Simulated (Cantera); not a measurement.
A closed system holds: 1 mol TiCl4, 3.2 mol O2, held at 625 K and 9.10 mbar.

Cantera equilibrium calculation (NASA polynomials, part measured and part estimated; ideal gas, pure solids and liquids). Candidate condensed phases: Ti, TiCl2, TiCl3, TiCl4, TiO, TiO2, Ti2O3, Ti3O5, Ti4O7; 15 gas species. Condensed phases not in the tables: TiOCl. Equilibrium is a limit: real reactors are often held back by kinetics, nucleation or transport.

Base state: O2 0.524, Cl2 0.476 (mole fractions); condensed: TiO2(rutile).

**Question.** What changes in the equilibrium state with this change: 1.6 mol H2O added?

**Answer.** 
```json
[
 {"species": "O2", "before": "0.524", "after": "0.406"},
 {"species": "Cl2", "before": "0.476", "after": "0.243"},
 {"species": "H2O", "before": "0", "after": "0.177"},
 {"species": "HCl", "before": "0", "after": "0.174"},
 {"species": "TiO2(rutile), mol", "before": "1.00", "after": "1.00"}
]
```
Further candidate phases: H2O.
